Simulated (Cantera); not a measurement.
An adiabatic, constant-pressure homogeneous reactor starts with 15.3 % H2, 17.8 % O2, 66.9 % N2, at 1025 K and 10.0 bar.

Cantera simulation using GRI-Mech 3.0 (53 species, 325 reactions); the numbers are that mechanism's predictions, not measurements. The hydrogen kinetics of GRI-Mech 3.0 are dated; newer H2 mechanisms differ, most at raised pressure.

Task: Predict: time of steepest temperature rise; temperature at 0.800 s; equilibrium temperature; x(H2) at 0.800 s; x(O2) at 0.800 s; x(NO) at 0.800 s; x(N2O) at 0.800 s; x(O) at 0.800 s; x(H) at 0.800 s.

Result: 
```
Property                                                               Value
---------------------------------  -----------------------------------------
time of steepest temperature rise                                    7.35 ms
temperature at 0.800 s                                                2104 K
equilibrium temperature                                               2104 K
x(H2) at 0.800 s                     9.85e-5 (gas-phase equilibrium 9.84e-5)
x(O2) at 0.800 s                         0.105 (gas-phase equilibrium 0.105)
x(NO) at 0.800 s                     0.00674 (gas-phase equilibrium 0.00684)
x(N2O) at 0.800 s                    1.16e-6 (gas-phase equilibrium 1.16e-6)
x(O) at 0.800 s                    0.000148 (gas-phase equilibrium 0.000148)
x(H) at 0.800 s                      1.01e-5 (gas-phase equilibrium 1.01e-5)
```
